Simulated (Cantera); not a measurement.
Ignition delay

Mixture: 14.8 % H₂, 14.5 % O₂, 54.5 % N₂, 16.2 % H₂O, equivalence ratio 0.51, at 1.40 bar, adiabatic and at constant pressure. Ignition delay is the time to a rise of 400 K.

Cantera simulation using GRI-Mech 3.0 (53 species, 325 reactions); the numbers are that mechanism's predictions, not measurements. Where the delays flatten at high temperature, the 400 K rule measures the pace of heat release, not the induction time.

```csv
T0 (K),delay (ms)
1100,0.488
1200,0.0604
1300,0.0319
1400,0.0222
1500,0.0180
1600,0.0164
```
